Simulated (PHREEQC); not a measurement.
Solution (25 °C): 0.62 mol/kgw NaCl and 0.045 mol/kgw Na2SO4. Closed to the air; pH follows from the charge balance.

The numbers come from PHREEQC with the Pitzer model, pitzer.dat.

| quantity | before | after |
|---|---|---|
| HSO4- (mol/kgw) | 5.94e-8 | 2.77e-8 |
| SI of Mirabilite (Na2SO4:10H2O) | -1.87 | -3.35 |
| SI of Halite (NaCl) | -2.31 | -3.59 |

**Question.** What was changed between the two runs?
A. NaCl from 0.62 to 0.062 mol/kgw
B. temperature from 25 to 85 °C
C. diluted 10-fold with water
D. diluted 2-fold with water
E. diluted 5-fold with water

**Answer.** E, diluted 5-fold with water

This is a speciation only: nothing precipitates in the calculation.
